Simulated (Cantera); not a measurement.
Mixture: CH₄ : O₂ : N₂ = 1 : 2.22 : 8.36 (molar parts), equivalence ratio 0.90, at 20.0 bar, adiabatic and at constant volume. Ignition delay is the time to a rise of 400 K.

Model: GRI-Mech 3.0 (53 species, 325 reactions), integrated in Cantera. The pressure lies above the range GRI-Mech 3.0 was tuned for (to about 10 atm).

Predict: delay at 1023 K; delay at 1073 K; delay at 1123 K; delay at 1173 K; delay at 1223 K; delay at 1273 K; delay at 1323 K; apparent activation energy between 1223 and 1323 K.


```json
{
  "delay at 1023 K": "25.3 ms",
  "delay at 1073 K": "11.3 ms",
  "delay at 1123 K": "5.43 ms",
  "delay at 1173 K": "2.80 ms",
  "delay at 1223 K": "1.52 ms",
  "delay at 1273 K": "0.857 ms",
  "delay at 1323 K": "0.499 ms",
  "apparent activation energy between 1223 and 1323 K": "150 kJ/mol"
}
```
